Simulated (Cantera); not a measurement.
A counterflow diffusion flame at 0.620 bar, nozzles 20 mm apart: fuel side CO : H₂ : CH₄ = 1 : 0.16 : 0.35 (molar parts) at 448 K, oxidiser side O₂ : N₂ = 0.18 : 0.82 (molar parts) at 448 K, fuel mass flux 0.75 times the oxidiser's; mixture-averaged transport, no radiation.

Computed with Cantera and GRI-Mech 3.0 (53 species, 325 reactions). GRI-Mech 3.0 has no aromatics or soot, which form on the fuel side of real flames. The maximum strain rate includes the flame's own expansion and is several times the mean. A flux with no burning solution from the previous one only brackets extinction.

x: mole fraction; the columns are a selection and need not sum to one.

```json
[
 {"oxidiser flux (kg/m²/s)": "0.37", "max strain (1/s)": "311", "mean strain (1/s)": "75.8", "T max (K)": "1904", "peak x OH": "0.00585", "peak x H": "0.00672", "peak x NO": "0.000108", "peak x CO": "0.665", "peak x C₂H₂": "0.00476"},
 {"oxidiser flux (kg/m²/s)": "0.48", "max strain (1/s)": "___", "mean strain (1/s)": "98.3", "T max (K)": "1887", "peak x OH": "0.00571", "peak x H": "0.00699", "peak x NO": "___", "peak x CO": "0.665", "peak x C₂H₂": "0.00466"},
 {"oxidiser flux (kg/m²/s)": "0.62", "max strain (1/s)": "499", "mean strain (1/s)": "127", "T max (K)": "1869", "peak x OH": "0.00552", "peak x H": "0.00725", "peak x NO": "8.32e-5", "peak x CO": "0.665", "peak x C₂H₂": "0.00450"},
 {"oxidiser flux (kg/m²/s)": "0.8", "max strain (1/s)": "632", "mean strain (1/s)": "164", "T max (K)": "1851", "peak x OH": "0.00532", "peak x H": "0.00745", "peak x NO": "7.04e-5", "peak x CO": "0.665", "peak x C₂H₂": "0.00425"},
 {"oxidiser flux (kg/m²/s)": "1", "max strain (1/s)": "778", "mean strain (1/s)": "205", "T max (K)": "1833", "peak x OH": "0.00513", "peak x H": "0.00758", "peak x NO": "5.94e-5", "peak x CO": "0.665", "peak x C₂H₂": "0.00397"},
 {"oxidiser flux (kg/m²/s)": "1.3", "max strain (1/s)": "___", "mean strain (1/s)": "266", "T max (K)": "1811", "peak x OH": "0.00484", "peak x H": "0.00763", "peak x NO": "___", "peak x CO": "0.665", "peak x C₂H₂": "___"},
 {"oxidiser flux (kg/m²/s)": "1.7", "max strain (1/s)": "1280", "mean strain (1/s)": "348", "T max (K)": "1782", "peak x OH": "0.00446", "peak x H": "0.00751", "peak x NO": "3.37e-5", "peak x CO": "0.665", "peak x C₂H₂": "0.00294"},
 {"oxidiser flux (kg/m²/s)": "2.2", "max strain (1/s)": "1620", "mean strain (1/s)": "450", "T max (K)": "1743", "peak x OH": "0.00394", "peak x H": "0.00711", "peak x NO": "2.16e-5", "peak x CO": "0.665", "peak x C₂H₂": "0.00219"},
 {"oxidiser flux (kg/m²/s)": "2.9", "max strain (1/s)": "2070", "mean strain (1/s)": "594", "T max (K)": "1666", "peak x OH": "0.00300", "peak x H": "0.00585", "peak x NO": "8.68e-6", "peak x CO": "0.666", "peak x C₂H₂": "0.00108"}
]
```

Question: What belongs in the gaps?

Answer: 
- 0.48, max strain (1/s): 394
- 0.48, peak x NO: 9.58e-5
- 1.3, max strain (1/s): 994
- 1.3, peak x NO: 4.66e-5
- 1.3, peak x C₂H₂: 0.00353
